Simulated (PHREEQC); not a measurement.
Dissolve 1.6 mol K2CO3 per kg of water at 25 °C. Closed to the air; pH follows from the charge balance.

All values are PHREEQC results (Pitzer model, pitzer.dat), not measurements.

```tsv
quantity	before	after
pH	12.10	11.46
HCO3- (mol/kgw)	0.00776	0.00392
CO2 (mol/kgw)	5.11e-9	1.89e-8
```

**Question.** What was changed between the two runs?
(A) diluted 10-fold with water
(B) K2CO3 replaced by KHCO3 at the same molality
(C) K2CO3 from 1.6 to 3.2 mol/kgw
(D) temperature from 25 to 70 °C

**Answer.** A, diluted 10-fold with water

No solid was allowed to form. In brines, pH and single-ion activities rest on the MacInnes convention.
